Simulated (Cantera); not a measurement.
## Thermodynamics of carbothermic reduction, feed Fe3O4 + C + H2

A closed system holds: 1 mol Fe3O4, a varied amount of C, 0.22 mol H2, held at 1177 °C and 0.0580 bar.

These are equilibrium values from Cantera (NASA tables, ideal gas, pure condensed phases), not measurements of a reactor. Candidate condensed phases: C, C6H6, C7H8, C8H18, Fe, Fe(CO)5, FeO, Fe(OH)2, Fe(OH)3, Fe2O3, Fe3O4, H2O; 114 gas species. Mutual solubility and eutectic melting of coexisting phases are not modelled. The tables' stoichiometric FeO is somewhat more stable than real wüstite, so its field is too wide. FeO: taken at fixed stoichiometry. The numbers say what is thermodynamically allowed, not how fast it happens.

| n(C) (mol) | x CO | x CO2 | x H2O | x H2 | x H | x OH | n FeO(s) | n Fe3O4(s) | n Fe(γ) |
|---|---|---|---|---|---|---|---|---|---|
| 0.37 | 0.0306 | 0.597 | 0.365 | 0.00786 | 3.48e-6 | 3.88e-6 | 2.81 | 0.0627 | 0 |
| 0.43 | 0.0996 | 0.562 | 0.315 | 0.0235 | 6.02e-6 | 1.94e-6 | 3.00 | 0 | 0 |
| 0.51 | 0.267 | 0.432 | 0.239 | 0.0621 | 9.79e-6 | 9.04e-7 | 3.00 | 0 | 0 |
| 0.59 | 0.401 | 0.327 | 0.179 | 0.0924 | 1.19e-5 | 5.55e-7 | 3.00 | 0 | 0 |
| 0.7 | 0.549 | 0.212 | 0.114 | 0.125 | 1.39e-5 | 3.05e-7 | 3.00 | 0 | 0 |
| 0.82 | 0.676 | 0.113 | 0.0602 | 0.151 | 1.53e-5 | 1.46e-7 | 3.00 | 0 | 0 |
| 0.96 | 0.697 | 0.116 | 0.0530 | 0.133 | 1.43e-5 | 1.37e-7 | 2.84 | 0 | 0.160 |
| 1.1 | 0.714 | 0.119 | 0.0474 | 0.119 | 1.36e-5 | 1.29e-7 | 2.68 | 0 | 0.320 |
| 1.3 | 0.733 | 0.122 | 0.0412 | 0.104 | 1.26e-5 | 1.20e-7 | 2.45 | 0 | 0.549 |
| 1.6 | 0.753 | 0.126 | 0.0344 | 0.0865 | 1.15e-5 | 1.10e-7 | 2.11 | 0 | 0.892 |
x: gas mole fraction; n: condensed amount in mol.

At 0.37 mol C the condensed part is FeO(s) + Fe3O4(s). From 0.43 mol C to 0.82 mol C the condensed part is FeO(s). From 0.96 mol C to 1.6 mol C the condensed part is Fe(γ) + FeO(s). The main Fe-bearing gas is Fe(OH)2 at 0.37 mol C and Fe at 1.6 mol C.
